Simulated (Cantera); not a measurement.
An adiabatic, constant-volume homogeneous reactor starts with CH4 : CO : O2 : N2 = 1 : 0.1 : 2.07 : 7.79 (molar parts), at 1075 K and 158 Torr.

Computed with Cantera and GRI-Mech 3.0 (53 species, 325 reactions).

**Question.** Predict: time of steepest temperature rise; temperature at 9.00 s; equilibrium temperature; x(CO) at 9.00 s; x(O2) at 9.00 s; x(HCO) at 9.00 s.

**Answer.** 
* **time of steepest temperature rise**: 1.26 s
* **temperature at 9.00 s**: 2666 K
* **equilibrium temperature**: 2666 K
* **x(CO) at 9.00 s**: 0.0424 (gas-phase equilibrium 0.0424)
* **x(O2) at 9.00 s**: 0.0214 (gas-phase equilibrium 0.0214)
* **x(HCO) at 9.00 s**: 2.31e-8 (gas-phase equilibrium 2.31e-8)
